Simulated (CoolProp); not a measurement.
R1132(E) along the isotherm 280.1 K: fugacity coefficient from the reference equation and from simpler models built on Tc = 348.8 K, pc = 5174 kPa, ω = 0.245; each cubic takes its own stable root.

Model: reference Helmholtz-energy equation of state, Akasaka 2024, in CoolProp.

```json
[
 {"p (kPa)": "20.6", "phase": "gas", "reference": "0.9971"},
 {"p (kPa)": "34.7", "phase": "gas", "reference": "0.9951"},
 {"p (kPa)": "58.5", "phase": "gas", "reference": "0.9918"},
 {"p (kPa)": "98.8", "phase": "gas", "reference": "0.9861"},
 {"p (kPa)": "167", "phase": "gas", "reference": "0.9765"},
 {"p (kPa)": "281", "phase": "gas", "reference": "0.9605"},
 {"p (kPa)": "475", "phase": "gas", "reference": "0.9334"},
 {"p (kPa)": "801", "phase": "gas", "reference": "0.8877"},
 {"p (kPa)": "1350", "phase": "liquid", "reference": "0.6469"},
 {"p (kPa)": "2280", "phase": "liquid", "reference": "0.3931"},
 {"p (kPa)": "3850", "phase": "liquid", "reference": "0.2432"},
 {"p (kPa)": "6500", "phase": "liquid", "reference": "0.1550"}
]
```

**Question.** How far does each simpler model (van der Waals, Redlich-Kwong, Soave-Redlich-Kwong, Peng-Robinson) lie from the reference over these 12 states: mean and median of the absolute difference, and the worst?

**Answer.** 
- van der Waals: mean 26.1 %, median 1.8 %, worst +97.3 % at 280.1 K and 6500 kPa
- Redlich-Kwong: mean 9.5 %, median 0.8 %, worst +29.2 % at 280.1 K and 6500 kPa
- Soave-Redlich-Kwong: mean 1.1 %, median 0.4 %, worst +3.7 % at 280.1 K and 6500 kPa
- Peng-Robinson: mean 0.1 %, median 0.1 %, worst -0.3 % at 280.1 K and 6500 kPa

At some of these states van der Waals gives the other phase, because its saturation line lies elsewhere.
